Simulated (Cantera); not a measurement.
Input: 1 mol SiC, 0.087 mol CO₂, 780 mol N₂, 0.071 mol N₂O, held at 2025 K and 32.0 Pa.

Cantera equilibrium calculation (NASA polynomials, part measured and part estimated; ideal gas, pure solids and liquids). Candidate condensed phases: C, Si, SiC, SiO₂, Si₂N₂O, Si₃N₄; 34 gas species. Rates play no part.

Base state: N₂ 0.998, Si 0.00121, CO 0.000313, SiC₂ 5.62e-5, CN 4.35e-5 (mole fractions); condensed: C(graphite).

Q: What changes in the equilibrium state with this change: temperature from 2025 K to 1198.15 K?

A: 
```json
[
 {"species": "N₂", "before": "0.998", "after": "1.000"},
 {"species": "CO", "before": "0.000313", "after": "3.33e-5"},
 {"species": "Si", "before": "0.00121", "after": "<1e-9"},
 {"species": "SiC₂", "before": "5.62e-5", "after": "<1e-9"},
 {"species": "CN", "before": "4.35e-5", "after": "<1e-9"},
 {"species": "C(graphite), mol", "before": "0.713", "after": "0.499"},
 {"species": "SiC(s), mol", "before": "0", "after": "0.562"},
 {"species": "Si₂N₂O(s), mol", "before": "0", "after": "0.219"}
]
```
Mutual solubility and eutectic melting of coexisting phases are not modelled.
